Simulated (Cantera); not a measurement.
What does this Cantera script print?

```python
import numpy as np
import cantera as ct

gas_names = """
    KCL K CL
""".split()
cond_names = """

""".split()


# ... load() reads the species with a 1 bar reference pressure and builds the phases ...
species = {s.name: s for s in load("nasa_gas.yaml", gas_names) + load("nasa_condensed.yaml", cond_names)}
# Each term lists the table entries of one substance; the one whose range holds T is used.
reactions = {
    'KCl(g) = K(g) + Cl(g)':
        [(-1, ['KCL']), (1, ['K']), (1, ['CL'])],
}


def pick(names, T):
    return next(species[n] for n in names if species[n].thermo.min_temp <= T <= species[n].thermo.max_temp)


results = []
for label, terms in reactions.items():
    print(label)
    print("     T/K   dH/kJ  dS/(J/K)   dG/kJ   log10 K")
    for T in [1400, 1550, 1700, 1850, 2000]:
        used = [(nu, pick(names, T)) for nu, names in terms]
        dH = sum(nu * s.thermo.h(T) for nu, s in used) / 1e6
        dS = sum(nu * s.thermo.s(T) for nu, s in used) / 1e3
        dG = dH - T * dS / 1e3
        logK = -dG * 1e6 / (ct.gas_constant * T * np.log(10))
        results.append((label, T, dH, dS, dG, logK, [s.name for _, s in used]))
        print(f"{T:8g} {dH:8.1f} {dS:8.1f} {dG:8.1f} {logK:8.2f}")
```

Result:

```
KCl(g) = K(g) + Cl(g)
     T/K   dH/kJ  dS/(J/K)   dG/kJ   log10 K
    1400    430.9     95.1    297.7   -11.11
    1550    431.5     95.5    283.4    -9.55
    1700    432.0     95.9    269.1    -8.27
    1850    432.6     96.2    254.7    -7.19
    2000    433.1     96.4    240.2    -6.27
```

Source: NASA polynomial tables (part measured, part estimated), evaluated in Cantera. Condensed species are held in their standard states even where they would react or evaporate.
